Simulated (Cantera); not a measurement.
**CCl4 + Si + HCl (fluorocarbon and chlorocarbon gases)**

Feed: 1 mol CCl4, 0.42 mol Si, a varied amount of HCl, at 3048.15 K and 1.33 mbar.

Cantera equilibrium calculation (NASA polynomials, part measured and part estimated; ideal gas, pure solids and liquids). Candidate condensed phases: C, C6H6, C7H8, C8H18, Si, SiC; 109 gas species. The tables' values for SiCl, CCl are old estimates; treat these amounts as uncertain. Equilibrium is a limit: real reactors are often held back by kinetics, nucleation or transport.

```csv
n(HCl) (mol),log p Cl,log p Si,log p H,log p C3,log p C,log p SiC2,log p C2,log p HCl
0.024,-2.96,-4.03,-5.20,-4.25,-4.42,-4.70,-4.92,-6.52
0.031,-2.96,-4.03,-5.09,-4.25,-4.42,-4.70,-4.92,-6.41
0.041,-2.96,-4.03,-4.97,-4.25,-4.42,-4.70,-4.92,-6.29
0.053,-2.96,-4.03,-4.86,-4.25,-4.42,-4.71,-4.92,-6.18
0.068,-2.96,-4.03,-4.76,-4.25,-4.42,-4.71,-4.92,-6.07
0.088,-2.96,-4.04,-4.65,-4.26,-4.42,-4.72,-4.92,-5.97
0.11,-2.96,-4.04,-4.56,-4.26,-4.42,-4.72,-4.93,-5.88
0.15,-2.97,-4.05,-4.43,-4.27,-4.43,-4.73,-4.93,-5.75
0.19,-2.97,-4.05,-4.33,-4.28,-4.43,-4.75,-4.94,-5.66
0.25,-2.97,-4.06,-4.22,-4.29,-4.43,-4.76,-4.94,-5.55
```
log p: log10 of the partial pressure in bar; nothing condenses.

From 0.024 mol HCl to 0.25 mol HCl nothing is condensed. The main Si-bearing gas is Si throughout.
